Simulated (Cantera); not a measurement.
A Cantera script and its output.

```python
import numpy as np
import cantera as ct

gas = ct.Solution("gri30.yaml")
gas.TPX = 1950, 17000, {'C3H8': 1, 'H2': 5.7}
reactor = ct.IdealGasConstPressureReactor(gas, energy="off", clone=False)
net = ct.ReactorNet([reactor])
net.rtol, net.atol = 1e-08, 1e-18
show = ['C3H8', 'H2', 'C2H2', 'CH2', 'CH3', 'C2H6']
times = np.geomspace(0.0003, 100, 13)

steps = ct.SolutionArray(gas, extra=["t"])
rows = []
print(f"{'t/s':>10s}{'T/K':>9s}{'P/Pa':>11s}" + "".join(f"{s:>11s}" for s in show))
for t in times:
    while net.time < t:
        t_next = net.step()
        steps.append(gas.state, t=t_next)
    rows.append([np.interp(t, steps.t, y) for y in (steps.T, steps.P, *steps(*show).X.T)])
    print(f"{t:10.3e}{rows[-1][0]:9.1f}{rows[-1][1]:11.4g}" + "".join(f"{x:11.3e}" for x in rows[-1][2:]))
rate = np.gradient(steps.T, steps.t)
print("integrator steps:", len(steps.t))
if steps.T.max() > steps.T[0] + 200:
    print(f"time of steepest temperature rise: {steps.t[rate.argmax()]:.4e} s")
gas.TPX = 1950, 17000, {'C3H8': 1, 'H2': 5.7}
gas.equilibrate("TP")
print(f"equilibrium (TP): T = {gas.T:.1f} K  " + "  ".join(f"{s} {gas[s].X[0]:.3e}" for s in show))
```

Output:

```
       t/s      T/K       P/Pa       C3H8         H2       C2H2        CH2        CH3       C2H6
 3.000e-04   1950.0    1.7e+04  1.139e-07  7.660e-01  1.102e-01  9.471e-06  5.417e-03  1.020e-04
 8.657e-04   1950.0    1.7e+04  5.884e-08  7.808e-01  1.196e-01  8.063e-06  4.368e-03  6.596e-05
 2.498e-03   1950.0    1.7e+04  1.681e-08  8.034e-01  1.324e-01  6.310e-06  2.930e-03  2.866e-05
 7.208e-03   1950.0    1.7e+04  1.935e-09  8.247e-01  1.442e-01  3.962e-06  1.461e-03  6.765e-06
 2.080e-02   1950.0    1.7e+04  1.069e-10  8.364e-01  1.507e-01  1.867e-06  5.625e-04  9.592e-07
 6.002e-02   1950.0    1.7e+04  5.885e-12  8.407e-01  1.530e-01  7.227e-07  1.970e-04  1.198e-07
 1.732e-01   1950.0    1.7e+04  1.027e-12  8.420e-01  1.537e-01  3.193e-07  8.404e-05  2.614e-08
 4.998e-01   1950.0    1.7e+04  6.904e-13  8.422e-01  1.539e-01  2.484e-07  6.487e-05  1.778e-08
 1.442e+00   1950.0    1.7e+04  6.853e-13  8.422e-01  1.539e-01  2.471e-07  6.453e-05  1.765e-08
 4.162e+00   1950.0    1.7e+04  6.853e-13  8.422e-01  1.539e-01  2.471e-07  6.453e-05  1.765e-08
 1.201e+01   1950.0    1.7e+04  6.853e-13  8.422e-01  1.539e-01  2.471e-07  6.453e-05  1.765e-08
 3.465e+01   1950.0    1.7e+04  6.853e-13  8.422e-01  1.539e-01  2.471e-07  6.453e-05  1.765e-08
 1.000e+02   1950.0    1.7e+04  6.853e-13  8.422e-01  1.539e-01  2.471e-07  6.453e-05  1.765e-08
integrator steps: 1464
equilibrium (TP): T = 1950.0 K  C3H8 6.854e-13  H2 8.422e-01  C2H2 1.539e-01  CH2 2.471e-07  CH3 6.454e-05  C2H6 1.765e-08
```

Cantera simulation using GRI-Mech 3.0 (53 species, 325 reactions); the numbers are that mechanism's predictions, not measurements. GRI-Mech 3.0 was tuned for natural gas; its chemistry of propane as a main component is partial and can be far from experiment. GRI-Mech 3.0 stops at C3 and has no aromatics, soot or wall deposition, so with more carbon than oxygen in the feed, carbon stays in small species such as C2H2 where larger ones or solid carbon would form.
